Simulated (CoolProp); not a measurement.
n-decane along the isobar 1.01 bar: density (kg/m³) from the reference equation and from simpler models built on Tc = 617.7 K, pc = 21.01 bar, ω = 0.488; each cubic takes its own stable root.

The numbers come from the reference Helmholtz-energy equation of state, Lemmon 2006 in CoolProp. It is a short technical equation, of lower accuracy than the large ones.

```
T (K)   phase  reference  Redlich-Kwong  Soave-Redlich-Kwong  Peng-Robinson
-----  ------  ---------  -------------  -------------------  -------------
399.6  liquid      645.7          507.6                543.1          612.9
406.1  liquid      640.2          4.503                538.8          608.2
412.6  liquid      634.7          4.421                534.3          603.3
419.1  liquid      629.1          4.342                529.6          598.3
425.6  liquid      623.4          4.266                524.8          593.1
432.1  liquid      617.7          4.193                519.9          587.8
438.6  liquid      611.8          4.123                514.8          582.2
445.1  liquid      605.9          4.055                509.4          576.4
451.6     gas      4.076          3.989                4.026          4.036
458       gas      4.004          3.927                3.961          3.970
464.5     gas      3.934          3.866                3.897          3.906
471       gas      3.867          3.807                3.835          3.844
477.5     gas      3.804          3.750                3.775          3.784
484       gas      3.742          3.694                3.717          3.726
490.5     gas      3.683          3.641                3.661          3.670
497       gas      3.627          3.589                3.607          3.616
```

At some of these states Redlich-Kwong gives the other phase, because its saturation line lies elsewhere.
